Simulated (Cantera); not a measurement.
A Cantera script and its output.

```python
import numpy as np
import cantera as ct

gas = ct.Solution("gri30.yaml")
gas.TPX = 1473, 100000, {'CH4': 1, 'H2O': 4.9}
reactor = ct.IdealGasConstPressureReactor(gas, energy="off", clone=False)
net = ct.ReactorNet([reactor])
net.rtol, net.atol = 1e-08, 1e-18
show = ['CH4', 'H2O', 'O', 'CH2CO', 'C2H', 'C2H2', 'O2']
times = np.geomspace(0.0002, 200, 11)

steps = ct.SolutionArray(gas, extra=["t"])
rows = []
print(f"{'t/s':>10s}{'T/K':>9s}{'P/Pa':>11s}" + "".join(f"{s:>11s}" for s in show))
for t in times:
    while net.time < t:
        t_next = net.step()
        steps.append(gas.state, t=t_next)
    rows.append([np.interp(t, steps.t, y) for y in (steps.T, steps.P, *steps(*show).X.T)])
    print(f"{t:10.3e}{rows[-1][0]:9.1f}{rows[-1][1]:11.4g}" + "".join(f"{x:11.3e}" for x in rows[-1][2:]))
rate = np.gradient(steps.T, steps.t)
print("integrator steps:", len(steps.t))
if steps.T.max() > steps.T[0] + 200:
    print(f"time of steepest temperature rise: {steps.t[rate.argmax()]:.4e} s")
gas.TPX = 1473, 100000, {'CH4': 1, 'H2O': 4.9}
gas.equilibrate("TP")
print(f"equilibrium (TP): T = {gas.T:.1f} K  " + "  ".join(f"{s} {gas[s].X[0]:.3e}" for s in show))
```

Result:

```
       t/s      T/K       P/Pa        CH4        H2O          O      CH2CO        C2H       C2H2         O2
 2.000e-04   1473.0      1e+05  1.694e-01  8.305e-01  1.927e-12  1.628e-15  4.820e-18  2.972e-10  2.747e-15
 7.962e-04   1473.0      1e+05  1.693e-01  8.305e-01  5.921e-12  1.637e-12  1.325e-15  4.668e-08  1.011e-13
 3.170e-03   1473.0      1e+05  1.687e-01  8.304e-01  1.256e-11  5.400e-10  1.314e-13  3.170e-06  1.264e-12
 1.262e-02   1473.0      1e+05  1.660e-01  8.293e-01  2.292e-11  1.333e-07  1.083e-11  1.906e-04  1.435e-11
 5.024e-02   1473.0      1e+05  1.549e-01  8.219e-01  1.872e-11  5.531e-06  1.996e-10  3.607e-03  6.399e-11
 2.000e-01   1473.0      1e+05  1.247e-01  7.971e-01  9.950e-12  2.239e-05  8.117e-10  1.652e-02  5.662e-11
 7.962e-01   1473.0      1e+05  7.511e-02  7.452e-01  5.453e-12  3.328e-05  1.487e-09  3.292e-02  1.249e-11
 3.170e+00   1473.0      1e+05  4.148e-02  6.561e-01  4.490e-12  2.161e-05  1.245e-09  2.995e-02  5.710e-12
 1.262e+01   1473.0      1e+05  2.932e-02  5.534e-01  4.500e-12  5.293e-06  3.698e-10  1.047e-02  3.547e-12
 5.024e+01   1473.0      1e+05  1.272e-02  4.850e-01  4.355e-12  5.507e-07  4.222e-11  1.311e-03  2.548e-12
 2.000e+02   1473.0      1e+05  2.343e-03  4.597e-01  4.062e-12  2.056e-08  1.173e-12  3.754e-05  2.122e-12
integrator steps: 1826
equilibrium (TP): T = 1473.0 K  CH4 8.502e-08  H2O 4.550e-01  O 4.027e-12  CH2CO 2.693e-13  C2H 2.378e-21  C2H2 7.608e-14  O2 2.056e-12
```

Detailed kinetics in Cantera: GRI-Mech 3.0 (53 species, 325 reactions).
